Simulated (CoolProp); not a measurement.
n-dodecane along the isotherm 620 K: density (kg/m³) from the reference equation and from simpler models built on Tc = 658.1 K, pc = 1.818 MPa, ω = 0.574; each cubic takes its own stable root.

Values from CoolProp's reference Helmholtz-energy equation of state, Lemmon 2004. It is a short technical equation, of lower accuracy than the large ones.

```json
[
 {"p (MPa)": "0.606", "phase": "gas", "reference": "24.69"},
 {"p (MPa)": "1.21", "phase": "liquid", "reference": "429.7"},
 {"p (MPa)": "1.82", "phase": "liquid", "reference": "442.1"},
 {"p (MPa)": "2.42", "phase": "liquid", "reference": "451.6"},
 {"p (MPa)": "3.03", "phase": "liquid", "reference": "459.5"},
 {"p (MPa)": "3.64", "phase": "liquid", "reference": "466.4"},
 {"p (MPa)": "4.24", "phase": "liquid", "reference": "472.3"},
 {"p (MPa)": "4.85", "phase": "liquid", "reference": "477.8"},
 {"p (MPa)": "5.45", "phase": "liquid", "reference": "482.6"},
 {"p (MPa)": "6.06", "phase": "liquid", "reference": "487.2"},
 {"p (MPa)": "6.66", "phase": "liquid", "reference": "491.3"},
 {"p (MPa)": "7.27", "phase": "liquid", "reference": "495.2"},
 {"p (MPa)": "7.88", "phase": "liquid", "reference": "498.9"},
 {"p (MPa)": "8.48", "phase": "liquid", "reference": "502.4"},
 {"p (MPa)": "9.09", "phase": "liquid", "reference": "505.7"}
]
```

### Question
How far does each simpler model (van der Waals, Redlich-Kwong, Peng-Robinson) lie from the reference over these 15 states: mean and median of the absolute difference, and the worst?

### Answer
- van der Waals: mean 39.6 %, median 37.7 %, worst -86.5 % at 620 K and 1.21 MPa
- Redlich-Kwong: mean 23.5 %, median 19.3 %, worst -85.2 % at 620 K and 1.21 MPa
- Peng-Robinson: mean 7.2 %, median 6.6 %, worst -13.5 % at 620 K and 1.21 MPa

At some of these states van der Waals, Redlich-Kwong gives the other phase, because its saturation line lies elsewhere.
